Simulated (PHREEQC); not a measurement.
Make-up at 20 °C: 20 mmol/kgw H2SO4 and 28 mmol/kgw Al(NO3)3. Closed to the air; pH follows from the charge balance.

The numbers come from PHREEQC with the ion-association model, phreeqc.dat.

Problem. The ionic strength comes out as 0.148 mol/kgw. What activity coefficients do AlSO4+, HSO4-, Al+3, Al(SO4)2-, H+ get?

Solution. AlSO4+ 0.75, HSO4- 0.76, Al+3 0.15, Al(SO4)2- 0.75, H+ 0.81.

This is a speciation only: nothing precipitates in the calculation. Complexes and solids missing from the database can't appear.
